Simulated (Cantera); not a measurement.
A closed system holds: 1 mol Si3H8, 0.07 mol HCl, 19 mol H2, 0.048 mol Cl2, at 973 K and 1 atm.

Equilibrium computed with Cantera from the NASA thermochemical tables; the gas is ideal and each condensed phase is pure. Candidate condensed phases: Si; 19 gas species. The feed counts by its element totals alone. The tables' values for SiCl3 are old estimates; treat these amounts as uncertain. Kinetics and transport are ignored.

Base state: H2 0.996, HCl 0.00237, SiHCl3 0.000916, SiCl4 0.000388, SiH2Cl2 0.000226, SiH3Cl 1.40e-5, SiCl3 1.11e-5 (mole fractions); condensed: Si(s).

Question: What changes in the equilibrium state with this change: Si3H8 replaced by SiHCl3?

Answer: 
| species | before | after |
|---|---|---|
| H2 | 0.996 | 0.950 |
| SiCl4 | 0.000388 | 0.0224 |
| SiHCl3 | 0.000916 | 0.0187 |
| SiCl3 | 1.11e-5 | 0.000232 |
| SiCl2 | 9.10e-6 | 6.91e-5 |
| SiH2Cl2 | 0.000226 | 0.00163 |
| Si(s), mol | 2.96 | 0.127 |

Question: What changes in the equilibrium state with this change: Cl2 from 0.048 to 0.53 mol?

Answer: 
```csv
species,before,after
H2,0.996,0.982
SiHCl3,0.000916,0.00664
SiCl4,0.000388,0.00550
SiCl3,1.11e-5,8.10e-5
SiCl2,9.10e-6,3.42e-5
SiH2Cl2,0.000226,0.000837
HCl,0.00237,0.00457
"Si(s), mol",2.96,2.69
```
